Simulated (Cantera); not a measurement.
Mixture: C₃H₈ : O₂ : N₂ : H₂O = 1 : 5 : 18.8 : 0.89 (molar parts), at 0.987 atm, adiabatic and at constant volume. Ignition delay is the time to a rise of 400 K.

Model: GRI-Mech 3.0 (53 species, 325 reactions), integrated in Cantera. GRI-Mech 3.0 was tuned for natural gas; its chemistry of propane as a main component is partial and can be far from experiment.

Problem. What does this change do: constant pressure in place of constant volume?

Solution. 
```csv
quantity,before,after
delay at 1198 K,6.42 ms,6.86 ms
delay at 1298 K,0.996 ms,1.08 ms
delay at 1398 K,0.228 ms,0.249 ms
delay at 1498 K,74.4 µs,82.4 µs
delay at 1598 K,32.3 µs,36.3 µs
delay at 1698 K,17.3 µs,19.7 µs
apparent activation energy between 1498 and 1698 K,150 kJ/mol,150 kJ/mol
```
